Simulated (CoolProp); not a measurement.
The numbers come from the reference Helmholtz-energy equation of state, Lemmon 2006 in CoolProp. It is a short technical equation, of lower accuracy than the large ones.

Question: Give the vapour pressure (bar), liquid cp (kJ/(kg K)), surface tension (mN/m), liquid conductivity (mW/(m K)) of saturated isopentane at 35.65, 54.55 °C.

Answer: 
```tsv
T (°C)	p (bar)	liquid cp (kJ/(kg K))	surface tension (mN/m)	liquid conductivity (mW/(m K))
35.65	1.32	2.33	13.3	98.5
54.55	2.34	2.44	11.3	92.9
```

Thermal conductivity comes from a separate model (Vassiliou 2015). Surface tension comes from a separate correlation (Mulero 2012).
